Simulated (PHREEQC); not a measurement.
**Metal-bearing waste water (model solution)**

Solution (25 °C): 0.016 mol NiSO4, 0.00028 mol CaCl2 and 6.3e-05 mol H2SO4 per kg of water. Closed to the air; pH follows from the charge balance.

Model: ion-association model, wateq4f.dat, run in PHREEQC.

Each row changes one thing in this solution. No solid was allowed to form.

```tsv
case	pH	ionic strength (mol/kgw)	Ni+2 (mol/kgw)	SO4-2 (mol/kgw)	NiSO4 (mol/kgw)	Ca+2 (mol/kgw)	SI of Gypsum (CaSO4:2H2O)	SI of Morenosite (NiSO4:7H2O)
as made	4.15	0.0441	0.0109	0.0108	0.00511	0.000187	-1.75	-2.22
diluted 100-fold with water	5.91	0.000635	0.000156	0.000157	3.80e-6	2.73e-6	-4.89	-5.35
H2SO4 left out	6.16	0.0440	0.0109	0.0108	0.00511	0.000187	-1.75	-2.22
H2SO4 replaced by Al2(SO4)3 at the same molality	5.01	0.0443	0.0109	0.0109	0.00512	0.000187	-1.75	-2.22
H2SO4 from 6.3e-05 to 9.45e-05 mol/kgw	3.97	0.0442	0.0109	0.0108	0.00511	0.000187	-1.75	-2.22
temperature from 25 to 15 °C	4.12	0.0449	0.0111	0.0110	0.00492	0.000191	-1.72	-2.12
```

Some of these states are supersaturated (in Basaluminite, Boehmite (slow to form), for instance).
